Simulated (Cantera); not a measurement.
What does this Cantera script print?

```python
import numpy as np
import cantera as ct

gas_names = [...]  # 151 gases of nasa_gas.yaml made of C, H, N, O, Si
cond_names = """
    C(gr) C6H6(L) C7H8(L) C8H18(L),n-octa H2O(s) H2O(L) Si(cr) Si(L) SiC(b) SiO2(Lqz) SiO2(hqz) SiO2(L)
    Si2N2O(s) Si3N4(a)
""".split()


# ... load() reads the species with a 1 bar reference pressure and builds the phases ...
atoms = {
    'SiC': {'Si': 1, 'C': 1},
    'N2O': {'N': 2, 'O': 1},
    'H2': {'H': 2},
}
top_T = {'C(gr)': 4500, 'SiC(b)': 3050, 'Si2N2O(s)': 2100, 'Si3N4(a)': 2400}  # K; cautious upper limits of use, not melting points


# ... equilibrate(T, P, feed) seeds the gas with the atoms and calls Mixture.equilibrate('TP', solver="vcs", rtol=1e-11, max_steps=5000) ...
results = []
feed = {'SiC': 1, 'N2O': 1.2, 'H2': 180}  # mol
T = 1925  # K
P = 100000  # Pa
mix = equilibrate(T, P, feed)
results.append((T, P, feed, dict(zip(mix.species_names, mix.species_moles))))
x = sorted(zip(gas.X, gas.species_names), reverse=True)
print(f"T = {T:g} K  P = {P:g} Pa  gas = {mix.phase_moles(0):.4g} mol")
print("   x: " + "  ".join(f"{s} {v:.3e}" for v, s in x if v > 0.0001))
print("   condensed (mol): " + ("  ".join(f"{mix.phase(i).name} {mix.phase_moles(i):.4g}"
      for i in range(1, mix.n_phases) if mix.phase_moles(i) > 1e-12) or "none"))
```

Result:

```
T = 1925 K  P = 100000 Pa  gas = 182.5 mol
   x: H2 9.858e-01  N2 6.535e-03  SiO 3.327e-03  CO 3.243e-03  H 9.492e-04
   condensed (mol): SiC(b) 0.3841
```

These are equilibrium values from Cantera (NASA tables, ideal gas, pure condensed phases), not measurements of a reactor. Gases not in the tables: Si2H6 and higher silanes.
